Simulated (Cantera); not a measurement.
Gas activation for diamond growth

An isothermal, constant-pressure homogeneous reactor starts with CH₄ : H₂ : H = 0.019 : 1 : 0.013 (molar parts), at 1800 K and 0.132 atm.

Cantera simulation using GRI-Mech 3.0 (53 species, 325 reactions); the numbers are that mechanism's predictions, not measurements. GRI-Mech 3.0 stops at C3 and has no aromatics, soot or wall deposition, so with more carbon than oxygen in the feed, carbon stays in small species such as C2H2 where larger ones or solid carbon would form.

```csv
t (s),x CH₄,x H₂,x H,x CH₂,x C₂H₄,x CH₃
0.000200,0.0155,0.976,0.00570,8.37e-6,0.000116,0.00180
0.00118,0.0155,0.981,0.00211,1.40e-6,5.47e-5,0.000667
0.00700,0.0148,0.982,0.000961,3.01e-7,2.57e-5,0.000292
0.0414,0.0120,0.984,0.000943,2.38e-7,2.25e-5,0.000232
0.245,0.00565,0.987,0.000964,1.19e-7,2.20e-5,0.000111
1.45,0.00144,0.989,0.000979,3.18e-8,2.57e-5,2.87e-5
8.57,0.000710,0.990,0.000982,1.59e-8,2.67e-5,1.42e-5
50.7,0.000707,0.990,0.000983,1.58e-8,2.67e-5,1.41e-5
300,0.000707,0.990,0.000983,1.58e-8,2.67e-5,1.41e-5
```
x: mole fraction; the columns are a selection and need not sum to one.

Equilibrium at this temperature and pressure: CH₄ 0.000707, H₂ 0.990, H 0.000983, CH₂ 1.58e-8, C₂H₄ 2.67e-5, CH₃ 1.41e-5 (gas phase only).
